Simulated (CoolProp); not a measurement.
Aqueous ammonia as a coolant, 12 % by mass, freezing at -17.1 °C, 1 atm.

Model: Melinder's fits for secondary coolants, in CoolProp.

```json
[
 {"T (°C)": "-10.4", "cp (kJ/(kg K))": "4.238", "viscosity (mPa s)": "2.97", "Prandtl number": "27.0", "density (kg/m³)": "957.7"},
 {"T (°C)": "-4", "cp (kJ/(kg K))": "4.227", "viscosity (mPa s)": "2.33", "Prandtl number": "20.6", "density (kg/m³)": "956.7"},
 {"T (°C)": "2.5", "cp (kJ/(kg K))": "4.217", "viscosity (mPa s)": "1.88", "Prandtl number": "16.2", "density (kg/m³)": "955.3"},
 {"T (°C)": "8.9", "cp (kJ/(kg K))": "4.208", "viscosity (mPa s)": "1.56", "Prandtl number": "13.2", "density (kg/m³)": "953.7"},
 {"T (°C)": "15.3", "cp (kJ/(kg K))": "4.201", "viscosity (mPa s)": "1.32", "Prandtl number": "10.8", "density (kg/m³)": "951.8"},
 {"T (°C)": "21.7", "cp (kJ/(kg K))": "4.196", "viscosity (mPa s)": "1.11", "Prandtl number": "8.96", "density (kg/m³)": "949.6"},
 {"T (°C)": "28.2", "cp (kJ/(kg K))": "4.194", "viscosity (mPa s)": "0.935", "Prandtl number": "7.34", "density (kg/m³)": "947.0"}
]
```
